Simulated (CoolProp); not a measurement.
Vapour-liquid equilibrium of dimethyl ether (1) + isobutane (2) at -37.55 °C; x and y are mole fractions of (1).

Model: multi-fluid Helmholtz-energy mixture model, Wu 2011 and Bücker 2006; pair parameters Bell 2016, in CoolProp.

```
x      bubble pressure (MPa)  y at the bubble point  dew pressure at overall composition x (MPa)  liquid density (mol/L)
-----  ---------------------  ---------------------  -------------------------------------------  ----------------------
0.05                 0.03608                  0.142                                      0.03367                   10.88
0.125                0.04061                  0.290                                      0.03561                   11.17
0.2                  0.04428                  0.394                                      0.03776                   11.48
0.275                0.04723                  0.473                                      0.04011                   11.81
0.35                 0.04964                  0.535                                      0.04267                   12.15
0.425                0.05159                  0.588                                      0.04542                   12.52
0.5                  0.05318                  0.635                                      0.04829                   12.92
0.575                0.05447                  0.679                                      0.05112                   13.34
0.65                 0.05550                  0.722                                      0.05364                   13.78
0.725                0.05627                  0.767                                      0.05555                   14.26
0.8                  0.05677                  0.817                                      0.05664                   14.78
0.875                0.05694                  0.874                                      0.05694                   15.32
0.95                 0.05665                  0.943                                      0.05660                   15.92
```

y crosses x between x = 0.8 and 0.875: the model has an azeotrope there.

The pair parameters rest on a limited set of measurements; away from them the model extrapolates.
